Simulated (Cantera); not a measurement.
Feed: 1 mol CuO, 6.5 mol CO, 0.82 mol H2, 5.9 mol C, held at 1.00 bar.

Cantera equilibrium calculation (NASA polynomials, part measured and part estimated; ideal gas, pure solids and liquids). Candidate condensed phases: C, C6H6, C7H8, C8H18, Cu, CuO, Cu(OH)2, Cu2O, H2O; 113 gas species. Equilibrium is a limit: real reactors are often held back by kinetics, nucleation or transport.

Task: Which condensed phases are stable at each of these points (T (°C)): 650, 700, 750, 800, 850, 900, 950, 1000, 1050, 1100, 1150, 1200, 1250?

Result: 
```
T (°C)     condensed phases  Cu condensed (%)
------  -------------------  ----------------
650     C(graphite) + Cu(s)             100.0
700     C(graphite) + Cu(s)             100.0
750     C(graphite) + Cu(s)             100.0
800     C(graphite) + Cu(s)             100.0
850     C(graphite) + Cu(s)             100.0
900     C(graphite) + Cu(s)             100.0
950     C(graphite) + Cu(s)             100.0
1000    C(graphite) + Cu(s)             100.0
1050    C(graphite) + Cu(s)             100.0
1100    C(graphite) + Cu(l)             100.0
1150    C(graphite) + Cu(l)             100.0
1200    C(graphite) + Cu(l)             100.0
1250    C(graphite) + Cu(l)             100.0
```

From 650 °C to 1050 °C the condensed part is C(graphite) + Cu(s). From 1100 °C to 1250 °C the condensed part is C(graphite) + Cu(l).
